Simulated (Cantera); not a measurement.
An adiabatic, constant-pressure homogeneous reactor starts with 6.69 % CH4, 0.425 % H2, 20.3 % O2, 59.0 % N2, 13.6 % CO2, at 975 K and 101000 Pa.

Detailed kinetics in Cantera: GRI-Mech 3.0 (53 species, 325 reactions). Below about 1000 K GRI-Mech 3.0 lacks low-temperature oxidation paths.

One state of this run: T (K) = 2216; x CH4 = <1e-12; x H2 = 0.000662; x O2 = 0.0656; x H = 0.000158; x CO2 = 0.197; x HCN = 1.08e-12. x: mole fraction; the columns are a selection and need not sum to one.

**Question.** Which value of t (s) does it belong to?
A. 1.82e-5
B. 2.00
C. 0.00603
D. 0.000331

**Answer.** B, 2.00
